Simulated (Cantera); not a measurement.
A perfectly stirred reactor is fed with NH3 : N2 = 1 : 2.7 (molar parts), at 0.227 atm; it is held at 1600 K, and followed from long to short residence time.

Cantera simulation using the gas-phase N/H chemistry of the illustrative SiF4/NH3 mechanism in the Surface Chemkin manual (1991); the numbers are that mechanism's predictions, not measurements. Walls and surfaces, which speed up NH3 decomposition in real reactors, are not modelled.

x: mole fraction; the columns are a selection and need not sum to one.

```csv
τ (s),x NH3,x NH,x N2H2,x N2H4,x H2,x N
2.1,0.239,4.02e-7,2.42e-7,2.50e-8,0.0367,1.37e-8
1.2,0.251,3.84e-7,2.63e-7,2.79e-8,0.0225,1.04e-8
0.63,0.260,3.49e-7,2.77e-7,3.07e-8,0.0123,6.54e-9
0.34,0.265,3.09e-7,2.81e-7,3.25e-8,0.00671,3.75e-9
0.19,0.267,?,2.78e-7,3.33e-8,?,?
0.10,0.269,2.43e-7,2.67e-7,3.29e-8,0.00189,1.04e-9
0.055,0.269,2.16e-7,2.45e-7,3.07e-8,0.000967,5.34e-10
0.030,0.270,1.86e-7,2.07e-7,2.64e-8,0.000461,2.64e-10
0.016,0.270,?,?,?,?,1.18e-10
0.0089,0.270,9.30e-8,8.11e-8,1.07e-8,6.96e-5,4.92e-11
0.0049,0.270,4.51e-8,3.12e-8,4.29e-9,2.33e-5,1.93e-11
```

Q: Fill in the missing entries.

A: 
- 0.19, x NH: 2.75e-7
- 0.19, x H2: 0.00372
- 0.19, x N: 2.07e-9
- 0.016, x NH: 1.44e-7
- 0.016, x N2H2: 1.47e-7
- 0.016, x N2H4: 1.90e-8
- 0.016, x H2: 0.000189
